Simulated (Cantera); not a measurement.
Adiabatic ignition

An adiabatic, constant-pressure homogeneous reactor starts with 1.99 % CH4, 0.143 % C2H6, 2.59 % C3H8, 20.1 % O2, 75.2 % N2, equivalence ratio 0.87, at 1798 K and 1800 Torr.

Model: GRI-Mech 3.0 (53 species, 325 reactions), integrated in Cantera. GRI-Mech 3.0 was tuned for natural gas; its chemistry of propane as a main component is partial and can be far from experiment.

| t (s) | T (K) | x CH4 | x C2H6 | x C3H8 | x HCO | x OH | x N2O | x O |
|---|---|---|---|---|---|---|---|---|
| 5.00e-6 | 1880 | 0.0159 | 0.00129 | 0.00262 | 0.000136 | 0.000978 | 3.30e-8 | 0.000272 |
| 1.21e-5 | 2563 | <1e-12 | <1e-12 | <1e-12 | 1.74e-7 | 0.0255 | 3.99e-7 | 0.0205 |
| 2.92e-5 | 2735 | <1e-12 | <1e-12 | <1e-12 | 1.02e-7 | 0.0256 | 6.03e-7 | 0.0155 |
| 7.07e-5 | 2871 | <1e-12 | <1e-12 | <1e-12 | 6.84e-8 | 0.0241 | 9.98e-7 | 0.0111 |
| 0.000171 | 2894 | <1e-12 | <1e-12 | <1e-12 | 6.37e-8 | 0.0234 | 1.12e-6 | 0.0100 |
| 0.000414 | 2889 | <1e-12 | <1e-12 | <1e-12 | 6.32e-8 | 0.0227 | 1.18e-6 | 0.00952 |
| 0.00100 | 2883 | <1e-12 | <1e-12 | <1e-12 | 6.28e-8 | 0.0222 | 1.27e-6 | 0.00909 |
| 0.00242 | 2882 | <1e-12 | <1e-12 | <1e-12 | 6.27e-8 | 0.0221 | 1.29e-6 | 0.00900 |
| 0.00585 | 2882 | <1e-12 | <1e-12 | <1e-12 | 6.27e-8 | 0.0221 | 1.29e-6 | 0.00900 |
| 0.0141 | 2882 | <1e-12 | <1e-12 | <1e-12 | 6.27e-8 | 0.0221 | 1.29e-6 | 0.00900 |
| 0.0342 | 2882 | <1e-12 | <1e-12 | <1e-12 | 6.27e-8 | 0.0221 | 1.29e-6 | 0.00900 |
| 0.0827 | 2882 | <1e-12 | <1e-12 | <1e-12 | 6.27e-8 | 0.0221 | 1.29e-6 | 0.00900 |
| 0.200 | 2882 | <1e-12 | <1e-12 | <1e-12 | 6.27e-8 | 0.0221 | 1.29e-6 | 0.00900 |
x: mole fraction; the columns are a selection and need not sum to one.

| Item | Result |
|---|---|
| time of steepest temperature rise | 7.46 µs |
| temperature at 0.200 s | 2882 K |
| equilibrium temperature | 2882 K |
| x(CH4) at 0.200 s | <1e-12 (gas-phase equilibrium <1e-12) |
| x(C2H6) at 0.200 s | <1e-12 (gas-phase equilibrium <1e-12) |
| x(C3H8) at 0.200 s | <1e-12 (gas-phase equilibrium <1e-12) |
